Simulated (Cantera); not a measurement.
A closed system holds: 1 mol FeS, a varied amount of SO₃, 4.8 mol N₂, equilibrated at 1052 °C and 0.133 bar.

Equilibrium computed with Cantera from the NASA thermochemical tables; the gas is ideal and each condensed phase is pure. Candidate condensed phases: Fe, FeO, FeS, FeSO₄, FeS₂, Fe₂O₃, Fe₂(SO₄)₃, Fe₃O₄, S; 19 gas species. Metal and sulfide melt together well below either melting point, which pure phases cannot show. Mutual solubility and eutectic melting of coexisting phases are not modelled. The tables' stoichiometric FeO is somewhat more stable than real wüstite, so its field is too wide. FeO, FeS: taken at fixed stoichiometry. Equilibrium is a limit: real reactors are often held back by kinetics, nucleation or transport.

Question: At 1.5 mol SO₃, list the 5 most abundant gas species with their mole fractions, and the condensed phases.

Answer: N₂ 0.696, SO₂ 0.259, S₂ 0.0426, S₂O 0.00150, SO 0.000910. Condensed: FeO(s) + FeS(s).
